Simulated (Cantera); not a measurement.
Charge: 1 mol Fe3O4, 0.6 mol CH4, 0.34 mol N2, at 1473.15 K and 0.140 bar.

Method: chemical equilibrium by Gibbs-energy minimisation in Cantera with the NASA 1993 tables (ideal gas, pure condensed phases). Candidate condensed phases: C, C6H6, C7H8, C8H18, Fe, Fe(CO)5, FeO, Fe(OH)2, Fe(OH)3, Fe2O3, Fe3O4, H2O; 140 gas species. Mutual solubility and eutectic melting of coexisting phases are not modelled. The tables' stoichiometric FeO is somewhat more stable than real wüstite, so its field is too wide. FeO: taken at fixed stoichiometry. Equilibrium is a limit: real reactors are often held back by kinetics, nucleation or transport.

Base state: H2 0.398, CO 0.241, H2O 0.162, N2 0.159, CO2 0.0396, H 2.14e-5 (mole fractions); condensed: Fe(γ) + FeO(s).

Question: What changes in the equilibrium state with this change: temperature from 1473.15 K to 1098 K?

Answer: 
| species | before | after |
|---|---|---|
| H2 | 0.398 | 0.436 |
| CO | 0.241 | 0.218 |
| N2 | 0.159 | 0.159 |
| H2O | 0.162 | 0.125 |
| CO2 | 0.0396 | 0.0621 |
| H | 2.14e-5 | 4.36e-8 |
| Fe(γ), mol | 0.0321 | 0 |
| FeO(s), mol | 2.97 | 3.00 |
